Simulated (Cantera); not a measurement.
An isothermal, constant-pressure homogeneous reactor starts with H2 : O2 = 0.28 : 1 (molar parts), at 998 K and 12.8 Torr.

Cantera simulation using GRI-Mech 3.0 (53 species, 325 reactions); the numbers are that mechanism's predictions, not measurements. Radical loss at walls, strong at low pressure, is not modelled. The temperature is held fixed by assumption; the heat of reaction is taken as removed at once.

x: mole fraction; the columns are a selection and need not sum to one.

```csv
t (s),x H2,x O2,x OH,x H2O2,x H2O,x HO2,x H
0.000500,0.219,0.781,1.08e-9,<1e-12,7.74e-9,(withheld),5.92e-9
0.00152,0.219,0.781,1.62e-6,8.04e-11,1.31e-5,(withheld),8.79e-6
0.00460,0.0122,0.709,0.00521,5.18e-7,0.187,(withheld),0.0555
0.0140,0.00132,0.751,0.00133,7.31e-7,0.242,(withheld),0.00137
0.0423,0.000102,0.754,0.000297,4.28e-7,0.245,(withheld),2.00e-5
0.128,9.66e-6,0.754,9.99e-5,1.72e-7,0.246,(withheld),7.28e-7
0.389,1.11e-6,0.754,4.13e-5,6.44e-8,0.246,(withheld),5.00e-8
1.18,1.89e-7,0.754,1.96e-5,2.44e-8,0.246,(withheld),5.32e-9
3.58,4.43e-8,0.754,1.01e-5,9.30e-9,0.246,(withheld),7.32e-10
10.9,1.22e-8,0.754,5.46e-6,3.45e-9,0.246,(withheld),1.15e-10
33.0,3.61e-9,0.754,3.02e-6,1.24e-9,0.246,(withheld),1.95e-11
100,1.13e-9,0.754,1.70e-6,4.36e-10,0.246,8.42e-10,3.50e-12
```

### Question
Some entries are withheld; supply them.

### Answer

- 0.000500, x HO2: 1.12e-9
- 0.00152, x HO2: 1.90e-7
- 0.00460, x HO2: 2.08e-5
- 0.0140, x HO2: 1.73e-5
- 0.0423, x HO2: 4.72e-6
- 0.128, x HO2: 8.39e-7
- 0.389, x HO2: 1.63e-7
- 1.18, x HO2: 3.93e-8
- 3.58, x HO2: 1.10e-8
- 10.9, x HO2: 3.46e-9
- 33.0, x HO2: 1.32e-9
